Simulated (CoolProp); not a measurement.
Methane along the isotherm 101.3 K: fugacity coefficient from the reference equation and from simpler models built on Tc = 190.6 K, pc = 4.599 MPa, ω = 0.011; each cubic takes its own stable root.

Model: reference Helmholtz-energy equation of state, Setzmann 1991, in CoolProp.

| p (MPa) | phase | reference |
|---|---|---|
| 0.0727 | liquid | 0.5315 |
| 0.107 | liquid | 0.3617 |
| 0.157 | liquid | 0.2470 |
| 0.23 | liquid | 0.1692 |
| 0.338 | liquid | 0.1157 |
| 0.495 | liquid | 0.07951 |
| 0.727 | liquid | 0.05469 |
| 1.07 | liquid | 0.03772 |
| 1.57 | liquid | 0.02627 |
| 2.3 | liquid | 0.01851 |
| 3.38 | liquid | 0.01320 |
| 4.95 | liquid | 0.009646 |
| 7.27 | liquid | 0.007259 |
| 10.7 | liquid | 0.005715 |
| 15.7 | liquid | 0.004821 |
| 23 | liquid | 0.004481 |

Task: How far does each simpler model (van der Waals, Soave-Redlich-Kwong) lie from the reference over these 16 states: mean and median of the absolute difference, and the worst?

Result: 
- van der Waals: mean 376.0 %, median 377.4 %, worst +615.0 % at 101.3 K and 23 MPa
- Soave-Redlich-Kwong: mean 4.6 %, median 4.6 %, worst -4.8 % at 101.3 K and 23 MPa

At some of these states van der Waals gives the other phase, because its saturation line lies elsewhere.
